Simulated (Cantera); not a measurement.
Feed: 1 mol Si, 1.5 mol HBr, 0.65 mol N2, held at 900 K and 80000 Pa.

Method: chemical equilibrium by Gibbs-energy minimisation in Cantera with the NASA 1993 tables (ideal gas, pure condensed phases). Candidate condensed phases: Br2, Si, Si3N4; 28 gas species. N2 is the only nitrogen source here; it is nearly inert below about 1500 K, so the nitride shown seldom forms there in practice. Equilibrium is a limit: real reactors are often held back by kinetics, nucleation or transport.

Base state: HBr 0.516, H2 0.270, SiBr4 0.135, N2 0.0783, SiHBr3 0.000114, NH3 3.81e-5 (mole fractions); condensed: Si3N4(s).

### Question
What changes in the equilibrium state with this change: N2 from 0.65 to 42 mol?

### Answer
```csv
species,before,after
N2,0.0783,0.967
HBr,0.516,0.0285
H2,0.270,0.00325
SiBr4,0.135,0.00163
SiHBr3,0.000114,2.98e-7
NH3,3.81e-5,1.77e-7
"Si3N4(s), mol",0.269,0.310
```

### Question
What changes in the equilibrium state with this change: temperature from 900 K to 1250 K?

### Answer
```json
[
 {"species": "HBr", "before": "0.516", "after": "0.536"},
 {"species": "H2", "before": "0.270", "after": "0.259"},
 {"species": "SiBr4", "before": "0.135", "after": "0.128"},
 {"species": "N2", "before": "0.0783", "after": "0.0752"},
 {"species": "SiBr2", "before": "1.17e-8", "after": "0.000325"},
 {"species": "SiBr3", "before": "1.65e-6", "after": "0.000887"},
 {"species": "Br", "before": "5.62e-7", "after": "0.000178"},
 {"species": "SiHBr3", "before": "0.000114", "after": "0.00133"},
 {"species": "Si3N4(s), mol", "before": "0.269", "after": "0.272"}
]
```
The tables' values for SiBr3 are old estimates; treat these amounts as uncertain.
